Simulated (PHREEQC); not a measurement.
0.01 mol of Zn(OH)2-e (Zn(OH)2) is brought to equilibrium with 1 kg of water holding 0.01 mol NaCl, at 25 °C, the pH being set by adding NaOH or HCl. Oxygen is held at 0.21 atm. The system is closed to CO2. The run lets Zn(OH)2-e, Zn5(OH)8Cl2 precipitate or redissolve, and no other solid.

Model: ion-association model, wateq4f.dat, run in PHREEQC.

Q: Predict dissolved Zn (mol/kgw), Zn+2 (mol/kgw), Zn(OH)4-2 (mol/kgw) at pH = 8.5, 10, 11.5, 13.

A: 
```
pH    dissolved Zn (mol/kgw)  Zn+2 (mol/kgw)  Zn(OH)4-2 (mol/kgw)
----  ----------------------  --------------  -------------------
8.5                  1.03e-5         4.69e-6             3.01e-13
10                   4.16e-6         4.69e-9             3.02e-10
11.5                 8.77e-6        4.94e-12              3.19e-7
13                  0.000760               0             0.000592
```
